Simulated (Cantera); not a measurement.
An isothermal, constant-pressure homogeneous reactor starts with C₂H₆ : N₂ = 1 : 62 (molar parts), at 1775 K and 570 Torr.

Detailed kinetics in Cantera: GRI-Mech 3.0 (53 species, 325 reactions). GRI-Mech 3.0 stops at C3 and has no aromatics, soot or wall deposition, so with more carbon than oxygen in the feed, carbon stays in small species such as C2H2 where larger ones or solid carbon would form.

One state of this run: x C₂H₆ = 3.45e-10; x H = 5.86e-5; x CH₃ = 1.37e-6; x HCN = 2.85e-5; x C₂H₄ = 9.90e-6; x CH₄ = 3.55e-5. x: mole fraction; the columns are a selection and need not sum to one.

Task: Which value of t (s) does it belong to?
A. 1.00e-5
B. 0.954
C. 4.00
D. 0.000176

Result: C, 4.00
